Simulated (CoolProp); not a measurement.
Dodecamethylcyclohexasiloxane (D6) along the isotherm 620 K: Z from the reference equation and from simpler models built on Tc = 645.8 K, pc = 0.9614 MPa, ω = 0.736; each cubic takes its own stable root.

Model: reference Helmholtz-energy equation of state, Colonna 2008, in CoolProp. It is a short technical equation, of lower accuracy than the large ones.

| p (MPa) | phase | reference |
|---|---|---|
| 0.03 | gas | 0.9849 |
| 0.0601 | gas | 0.9695 |
| 0.0901 | gas | 0.9541 |
| 0.12 | gas | 0.9384 |
| 0.15 | gas | 0.9225 |
| 0.18 | gas | 0.9064 |
| 0.21 | gas | 0.8900 |
| 0.24 | gas | 0.8733 |
| 0.27 | gas | 0.8563 |
| 0.3 | gas | 0.8390 |
| 0.33 | gas | 0.8213 |
| 0.361 | gas | 0.8025 |
| 0.391 | gas | 0.7839 |
| 0.421 | gas | 0.7647 |
| 0.451 | gas | 0.7449 |
| 0.481 | gas | 0.7243 |

### Question
How far does each simpler model (Pitzer virial, van der Waals, Redlich-Kwong, Soave-Redlich-Kwong, Peng-Robinson) lie from the reference over these 16 states: mean and median of the absolute difference, and the worst?

### Answer
- Pitzer virial: mean 3.0 %, median 2.4 %, worst +8.2 % at 620 K and 0.481 MPa
- van der Waals: mean 5.1 %, median 4.7 %, worst +10.9 % at 620 K and 0.481 MPa
- Redlich-Kwong: mean 3.1 %, median 3.0 %, worst +6.7 % at 620 K and 0.481 MPa
- Soave-Redlich-Kwong: mean 2.2 %, median 2.2 %, worst +4.3 % at 620 K and 0.481 MPa
- Peng-Robinson: mean 1.0 %, median 1.0 %, worst +1.8 % at 620 K and 0.481 MPa
